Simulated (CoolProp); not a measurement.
200 sccm (0 °C, 1 atm) of nitrogen bubbles through liquid octamethylcyclotetrasiloxane (D4) at 347.8 K and leaves saturated at a total pressure of 0.0369 MPa (ideal gas phase). Each further row changes one setting.

Values from CoolProp's reference Helmholtz-energy equation of state, Thol 2015.

| case | vapour pressure (kPa) | mole fraction of vapour | delivery (mg/min) | delivery (sccm) | change of delivery for a bath 1 K warmer (%) |
|---|---|---|---|---|---|
| as stated | 2.78 | 0.0752 | … | 16.3 | 5.5 |
| bath temperature 352.8 K | … | 0.0960 | … | … | … |
| total pressure 0.0738 MPa | 2.78 | … | 103 | … | … |

**Question.** Complete the blanks.

**Answer.** 
- as stated, delivery (mg/min): 215
- bath temperature 352.8 K, vapour pressure (kPa): 3.54
- bath temperature 352.8 K, delivery (mg/min): 281
- bath temperature 352.8 K, delivery (sccm): 21.2
- bath temperature 352.8 K, change of delivery for a bath 1 K warmer (%): 5.4
- total pressure 0.0738 MPa, mole fraction of vapour: 0.0376
- total pressure 0.0738 MPa, delivery (sccm): 7.82
- total pressure 0.0738 MPa, change of delivery for a bath 1 K warmer (%): 5.3
